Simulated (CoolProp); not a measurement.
R115 at 317.02 K and 0.901 MPa is throttled through a valve to 0.617 MPa with no heat exchange. Each further row changes one setting.

Values from CoolProp's reference Helmholtz-energy equation of state, Lemmon 2016.

| case | temperature change (K) | final density (kg/m³) |
|---|---|---|
| as stated | -4.1 | 41.0 |
| outlet pressure 0.185 MPa | -9.8 | 11.5 |
| outlet pressure 0.802 MPa | -1.4 | 54.8 |
